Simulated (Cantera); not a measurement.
Gas mixture: CH3OH = 0.83 (molar parts), at 2.86 atm, frozen composition.

Cantera's kinetic-theory transport with the Lennard-Jones parameters of GRI-Mech 3.0, ideal gas; thermal conductivity in the multicomponent form. Polar gases are described roughly by these parameters. The composition is frozen, though it would react at the higher temperatures.

D: mixture-averaged diffusion coefficient of that species in the mixture.

| T (K) | ρ (kg/m³) | cp (J/kg/K) | μ (µPa s) | λ (mW/m/K) | Pr | D (cm²/s) OH | D (cm²/s) CH3 | D (cm²/s) CO2 |
|---|---|---|---|---|---|---|---|---|
| 400 | 2.79 | 1604 | 13.1 | (withheld) | 0.748 | 0.144 | 0.0988 | 0.0661 |
| 650 | 1.72 | 2212 | 21.3 | (withheld) | 0.750 | 0.343 | 0.243 | 0.167 |
| 900 | 1.24 | 2643 | 28.6 | (withheld) | 0.751 | 0.603 | 0.433 | 0.302 |
| 1150 | 0.972 | 2978 | 35.2 | (withheld) | 0.751 | 0.916 | 0.662 | 0.467 |
| 1400 | 0.798 | 3214 | 41.1 | (withheld) | 0.751 | 1.28 | 0.927 | 0.658 |
| 1650 | 0.677 | 3388 | 46.5 | (withheld) | 0.750 | 1.68 | 1.22 | 0.872 |
| 1900 | 0.588 | 3514 | 51.5 | (withheld) | 0.749 | 2.13 | 1.55 | 1.11 |

Q: Some entries are withheld; supply them.

A: 
- 400, λ (mW/m/K): 28.1
- 650, λ (mW/m/K): 62.7
- 900, λ (mW/m/K): 101
- 1150, λ (mW/m/K): 139
- 1400, λ (mW/m/K): 176
- 1650, λ (mW/m/K): 210
- 1900, λ (mW/m/K): 242
